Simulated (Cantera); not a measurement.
A closed system holds: 1 mol FeCl3, 0.052 mol HCl, 8.6 mol H2, at 1573.15 K and 10.0 mbar.

Equilibrium computed with Cantera from the NASA thermochemical tables; the gas is ideal and each condensed phase is pure. Candidate condensed phases: Fe, FeCl2, FeCl3; 11 gas species. The numbers say what is thermodynamically allowed, not how fast it happens.

Base state: H2 0.747, HCl 0.205, FeCl2 0.0478, H 0.000352, Cl 7.68e-5, Fe 6.59e-5 (mole fractions); condensed: Fe(γ).

Task: What changes in the equilibrium state with this change: temperature from 1573.15 K to 1123.15 K?

Result: 
```json
[
 {"species": "H2", "before": "0.747", "after": "0.725"},
 {"species": "HCl", "before": "0.205", "after": "0.250"},
 {"species": "FeCl2", "before": "0.0478", "after": "0.0252"},
 {"species": "Fe", "before": "6.59e-5", "after": "<1e-9"},
 {"species": "H", "before": "0.000352", "after": "3.64e-7"},
 {"species": "Cl", "before": "7.68e-5", "after": "1.12e-7"},
 {"species": "Fe(γ), mol", "before": "0.514", "after": "0"},
 {"species": "Fe(α), mol", "before": "0", "after": "0.744"}
]
```

Task: What changes in the equilibrium state with this change: temperature from 1573.15 K to 1023.15 K?

Result: 
| species | before | after |
|---|---|---|
| H2 | 0.747 | 0.718 |
| HCl | 0.205 | 0.263 |
| FeCl2 | 0.0478 | 0.0189 |
| Fe | 6.59e-5 | <1e-9 |
| H | 0.000352 | 3.52e-8 |
| Fe(γ), mol | 0.514 | 0 |
| Fe(α), mol | 0 | 0.808 |
